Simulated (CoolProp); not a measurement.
Computed with CoolProp (reference Helmholtz-energy equation of state, Tillner-Roth 1994).

For R134a, give the phase and the expansivity (1/kK), conductivity (mW/(m K)), fugacity coefficient at 319.8 K and 44.3 bar.


- 319.8 K and 44.3 bar: liquid; expansivity 3.59, conductivity 75.1, fugacity coefficient 0.248

Thermal conductivity comes from a separate model (McLinden 2000), an estimate that may be off by 10 % or more.
